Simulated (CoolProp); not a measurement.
Saturation properties of ammonia.

Values from CoolProp's reference Helmholtz-energy equation of state, Gao 2020.

```tsv
T (°C)	p (MPa)	liquid density (kg/m³)	liquid viscosity (µPa s)
-9.85	0.2924	651.8	190
1.75	0.4581	636.2	167
13.35	0.6891	620.0	148
24.85	0.9981	603.2	132
36.45	1.407	585.3	118
47.95	1.927	566.5	106
59.55	2.586	546.1	94.9
71.05	3.393	524.3	85.1
82.65	4.385	499.9	76.0
```

It boils at -33.3 °C under 1 atm.

Viscosity comes from a separate model (Fenghour 1995).
